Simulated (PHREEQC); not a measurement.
Consider water at 25 °C with 0.1 mol/kgw FeSO4, 0.0012 mol/kgw NaHCO3 and 0.00048 mol/kgw Na2SO4. Closed to the air; pH follows from the charge balance.

Computed with PHREEQC (ion-association model, wateq4f.dat).

Each row changes one thing in this solution. This is a speciation only: nothing precipitates in the calculation.

```tsv
case	pH	ionic strength (mol/kgw)	Na+ (mol/kgw)	FeHCO3+ (mol/kgw)	HCO3- (mol/kgw)	NaSO4- (mol/kgw)	SI of Melanterite (FeSO4:7H2O)	SI of Siderite (FeCO3)
as made	6.85	0.220	0.00200	0.000677	0.000395	0.000156	-1.37	+2.11
Na2SO4 from 0.00048 to 0.00024 mol/kgw	6.84	0.219	0.00156	0.000678	0.000395	0.000121	-1.37	+2.11
0.01 mol/kgw H2SO4 added	2.29	0.228	0.00201	?	1.50e-7	0.000152	-1.39	-5.87
temperature from 25 to 40 °C	?	0.202	0.00200	0.000640	0.000407	0.000157	-1.61	+2.10
temperature from 25 to 20 °C	6.91	0.227	0.00200	0.000688	0.000390	0.000155	-1.28	+2.10
Na2SO4 from 0.00048 to 0.000528 mol/kgw	6.85	0.220	0.00209	0.000677	0.000395	0.000163	-1.37	+2.11
```

**Question.** Complete the blanks.

**Answer.** 
- 0.01 mol/kgw H2SO4 added, FeHCO3+ (mol/kgw): 2.55e-7
- temperature from 25 to 40 °C, pH: 6.67

Some of these states are supersaturated (in Siderite, for instance). At this temperature some constants are extrapolated from 25 °C, and those without enthalpy data are left unchanged.
